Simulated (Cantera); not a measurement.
A perfectly stirred reactor is fed with 30.4 % CO, 4.56 % H2, 11.6 % O2, 43.7 % N2, 9.72 % H2O, equivalence ratio 1.5, at 750 Torr; it is adiabatic with a 750 K inlet, and is followed from long to short residence time, starting on the burning branch (τ in s: 0.2, 0.097, 0.047, 0.023, 0.011, 0.0054, 0.0026, 0.0013, 0.00061, 0.0003, 0.00014, 7e-05).

Model: GRI-Mech 3.0 (53 species, 325 reactions), integrated in Cantera.

Problem. Predict: blow-out, bracketed by the residence times tried; x(CO) at τ = 0.200 s; x(H2) at τ = 0.200 s; x(O2) at τ = 0.200 s; x(O) at τ = 0.200 s; x(NO) at τ = 0.200 s; x(CO) at τ = 2.60 ms; x(H2) at τ = 2.60 ms; x(O2) at τ = 2.60 ms; x(O) at τ = 2.60 ms; x(NO) at τ = 2.60 ms.

Solution. 
```
Item                                                                               Value
------------------------------------------------  --------------------------------------
blow-out, bracketed by the residence times tried  burning at 70.0 µs, the shortest tried
x(CO) at τ = 0.200 s                                                               0.124
x(H2) at τ = 0.200 s                                                              0.0138
x(O2) at τ = 0.200 s                                                             0.00200
x(O) at τ = 0.200 s                                                             0.000462
x(NO) at τ = 0.200 s                                                             0.00136
x(CO) at τ = 2.60 ms                                                               0.136
x(H2) at τ = 2.60 ms                                                              0.0166
x(O2) at τ = 2.60 ms                                                              0.0101
x(O) at τ = 2.60 ms                                                              0.00288
x(NO) at τ = 2.60 ms                                                            0.000249
```
